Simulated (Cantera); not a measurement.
What does this Cantera script print?

```python
import numpy as np
import cantera as ct

gas_names = [...]  # 136 gases of nasa_gas.yaml made of C, H, N, O
cond_names = """
    C(gr) C6H6(L) C7H8(L) C8H18(L),n-octa H2O(s) H2O(L)
""".split()


# ... load() reads the species with a 1 bar reference pressure and builds the phases ...
atoms = {
    'C2H4': {'C': 2, 'H': 4},
    'CO2': {'C': 1, 'O': 2},
    'H2': {'H': 2},
    'NH3': {'N': 1, 'H': 3},
}
top_T = {'C(gr)': 4500}  # K; cautious upper limits of use, not melting points


# ... equilibrate(T, P, feed) seeds the gas with the atoms and calls Mixture.equilibrate('TP', solver="vcs", rtol=1e-11, max_steps=5000) ...
results = []
feed = {'C2H4': 1, 'CO2': 0.34, 'H2': 54, 'NH3': 0.53}  # mol
P = 3600000  # Pa
for T in [500, 700, 900, 1100, 1300, 1500, 1700, 1900, 2100, 2300, 2500, 2700, 2900]:
    mix = equilibrate(T, P, feed)
    results.append((T, P, feed, dict(zip(mix.species_names, mix.species_moles))))
    x = sorted(zip(gas.X, gas.species_names), reverse=True)
    print(f"T = {T:g} K  P = {P:g} Pa  gas = {mix.phase_moles(0):.4g} mol")
    print("   x: " + "  ".join(f"{s} {v:.3e}" for v, s in x if v > 1e-06))
    print("   condensed (mol): " + ("  ".join(f"{mix.phase(i).name} {mix.phase_moles(i):.4g}"
          for i in range(1, mix.n_phases) if mix.phase_moles(i) > 1e-12) or "none"))
```

It prints:

```
T = 500 K  P = 3.6e+06 Pa  gas = 54.19 mol
   x: H2 9.345e-01  CH4 4.318e-02  H2O 1.255e-02  NH3 9.779e-03
   condensed (mol): none
T = 700 K  P = 3.6e+06 Pa  gas = 54.27 mol
   x: H2 9.353e-01  CH4 4.312e-02  H2O 1.253e-02  NH3 8.290e-03  N2 7.382e-04
   condensed (mol): none
T = 900 K  P = 3.6e+06 Pa  gas = 54.59 mol
   x: H2 9.386e-01  CH4 4.286e-02  H2O 1.246e-02  N2 3.656e-03  NH3 2.398e-03
   condensed (mol): none
T = 1100 K  P = 3.6e+06 Pa  gas = 54.7 mol
   x: H2 9.398e-01  CH4 4.262e-02  H2O 1.228e-02  N2 4.495e-03  NH3 6.987e-04  CO 1.515e-04  CO2 1.953e-06
   condensed (mol): none
T = 1300 K  P = 3.6e+06 Pa  gas = 55.15 mol
   x: H2 9.444e-01  CH4 3.836e-02  H2O 8.247e-03  N2 4.664e-03  CO 4.042e-03  NH3 2.799e-04  CO2 2.003e-05  C2H6 2.124e-06  HCN 2.087e-06  C2H4 1.227e-06
   condensed (mol): none
T = 1500 K  P = 3.6e+06 Pa  gas = 55.89 mol
   x: H2 9.517e-01  CH4 3.130e-02  CO 1.050e-02  N2 4.657e-03  H2O 1.654e-03  NH3 1.413e-04  HCN 2.629e-05  C2H4 1.169e-05  CO2 7.051e-06  C2H6 3.496e-06  H 2.862e-06  CH3 1.907e-06  C2H2,acetylene 1.198e-06
   condensed (mol): none
T = 1700 K  P = 3.6e+06 Pa  gas = 56.07 mol
   x: H2 9.535e-01  CH4 2.936e-02  CO 1.189e-02  N2 4.582e-03  H2O 2.404e-04  HCN 1.983e-04  NH3 8.258e-05  C2H4 7.854e-05  C2H2,acetylene 4.694e-05  H 2.398e-05  CH3 1.502e-05  C2H6 6.143e-06  HNC 5.931e-06  CH3CN 2.152e-06
   condensed (mol): none
T = 1900 K  P = 3.6e+06 Pa  gas = 56.66 mol
   x: H2 9.635e-01  CH4 1.878e-02  CO 1.193e-02  N2 4.319e-03  HCN 6.283e-04  C2H2,acetylene 3.679e-04  C2H4 1.549e-04  H 1.298e-04  H2O 7.380e-05  NH3 5.363e-05  CH3 5.072e-05  HNC 2.949e-05  CH3CN 4.673e-06  C2H6 4.269e-06  C3H4,propyne 1.016e-06
   condensed (mol): C(gr) 0.4992
T = 2100 K  P = 3.6e+06 Pa  gas = 57.1 mol
   x: H2 9.693e-01  CO 1.188e-02  CH4 1.116e-02  N2 3.914e-03  C2H2,acetylene 1.400e-03  HCN 1.321e-03  H 5.113e-04  C2H4 1.933e-04  CH3 1.147e-04  HNC 8.922e-05  NH3 3.684e-05  H2O 3.327e-05  CH3CN 6.161e-06  C3H4,propyne 2.842e-06  C2H6 2.298e-06  C3H4,allene 1.147e-06
   condensed (mol): C(gr) 0.7535
T = 2300 K  P = 3.6e+06 Pa  gas = 57.35 mol
   x: H2 9.687e-01  CO 1.184e-02  CH4 7.233e-03  C2H2,acetylene 4.186e-03  N2 3.331e-03  HCN 2.334e-03  H 1.588e-03  C2H4 2.296e-04  CH3 2.227e-04  HNC 2.127e-04  NH3 2.582e-05  H2O 1.726e-05  C4H2 7.408e-06  CH3CN 7.384e-06  C3H4,propyne 6.567e-06  C2H3,vinyl 3.466e-06  C3H3,propargyl 2.924e-06  C3H4,allene 2.753e-06  C2H2,vinylidene 1.560e-06  C2H6 1.363e-06
   condensed (mol): C(gr) 0.5752
T = 2500 K  P = 3.6e+06 Pa  gas = 57.55 mol
   x: H2 9.625e-01  CO 1.180e-02  C2H2,acetylene 9.537e-03  CH4 4.788e-03  H 4.111e-03  HCN 3.437e-03  N2 2.671e-03  HNC 4.024e-04  CH3 3.678e-04  C2H4 2.401e-04  C4H2 3.903e-05  NH3 1.825e-05  C3H4,propyne 1.148e-05  H2O 1.039e-05  C2H3,vinyl 1.027e-05  C3H3,propargyl 1.015e-05  CH3CN 7.488e-06  C2H2,vinylidene 7.433e-06  C3H4,allene 4.973e-06  CH2 3.254e-06  C2H 2.925e-06
   condensed (mol): none
T = 2700 K  P = 3.6e+06 Pa  gas = 57.84 mol
   x: H2 9.586e-01  CO 1.175e-02  C2H2,acetylene 1.045e-02  H 9.272e-03  HCN 3.705e-03  CH4 2.511e-03  N2 2.449e-03  HNC 5.367e-04  CH3 4.161e-04  C2H4 1.362e-04  C4H2 4.735e-05  C2H2,vinylidene 1.521e-05  NH3 1.436e-05  C2H3,vinyl 1.408e-05  C3H3,propargyl 1.174e-05  C2H 1.073e-05  H2O 9.183e-06  CH2 8.798e-06  C3H4,propyne 7.433e-06  CH3CN 4.350e-06  C3H4,allene 3.310e-06  CN 2.688e-06
   condensed (mol): none
T = 2900 K  P = 3.6e+06 Pa  gas = 58.18 mol
   x: H2 9.499e-01  H 1.867e-02  CO 1.168e-02  C2H2,acetylene 1.077e-02  HCN 3.861e-03  N2 2.277e-03  CH4 1.403e-03  HNC 6.712e-04  CH3 4.487e-04  C2H4 7.925e-05  C4H2 5.093e-05  C2H 3.136e-05  C2H2,vinylidene 2.675e-05  CH2 2.013e-05  C2H3,vinyl 1.754e-05  C3H3,propargyl 1.236e-05  NH3 1.162e-05  H2O 8.411e-06  CN 7.097e-06  C3H4,propyne 4.743e-06  CH3CN 2.596e-06  C3H4,allene 2.165e-06
   condensed (mol): none
```

These are equilibrium values from Cantera (NASA tables, ideal gas, pure condensed phases), not measurements of a reactor. The ideal-gas law is rough above about 30 bar.
